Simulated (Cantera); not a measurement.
A closed system holds: 1 mol PbO, 0.12 mol H2, equilibrated at 42.0 Torr.

Equilibrium computed with Cantera from the NASA thermochemical tables; the gas is ideal and each condensed phase is pure. Candidate condensed phases: H2O, Pb, PbO, PbO2, Pb3O4; 12 gas species. Mutual solubility and eutectic melting of coexisting phases are not modelled. Rates play no part.

**Question.** Which condensed phases are stable at each of these points (T (°C)): 202, 277, 352, 427, 502, 577, 652, 727, 802, 877?

**Answer.** 
```tsv
T (°C)	condensed phases	Pb condensed (%)
202	Pb(s) + PbO(red)	100.0
277	Pb(s) + PbO(red)	100.0
352	Pb(l) + PbO(red)	100.0
427	Pb(l) + PbO(red)	100.0
502	Pb(l) + PbO(yellow)	100.0
577	Pb(l) + PbO(yellow)	100.0
652	Pb(l) + PbO(yellow)	100.0
727	Pb(l) + PbO(yellow)	100.0
802	Pb(l) + PbO(yellow)	100.0
877	Pb(l) + PbO(yellow)	99.9
```

From 202 °C to 277 °C the condensed part is Pb(s) + PbO(red). From 352 °C to 427 °C the condensed part is Pb(l) + PbO(red). From 502 °C to 877 °C the condensed part is Pb(l) + PbO(yellow).
